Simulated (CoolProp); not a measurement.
A single-stage vapour-compression cycle with R227EA: evaporating at 270.15 K (dew point), condensing at 311.15 K (bubble point), superheat 0 K, subcooling 2 K, compressor efficiency 0.9, no pressure losses. Each further row changes one setting.

The numbers come from the reference Helmholtz-energy equation of state, Lemmon 2016 in CoolProp.

```csv
case,cooling COP,pressure ratio,discharge temperature (K),refrigerating effect (kJ/kg),volumetric capacity (kJ/m³)
as stated,4.51,3.81,311.2,80.6,1150
evaporating temperature 275.15 K,5.43,3.16,311.2,83.8,1430
condensing temperature 306.15 K,5.40,3.31,306.1,86.7,1230
subcooling 7 K,4.85,3.81,311.2,86.7,1230
superheat 10 K,4.66,3.81,312.6,88.6,1200
compressor efficiency 0.8,4.01,3.81,311.2,80.6,1150
```

The compression ends wet for: as stated; evaporating temperature 275.15 K; condensing temperature 306.15 K; subcooling 7 K; compressor efficiency 0.8.
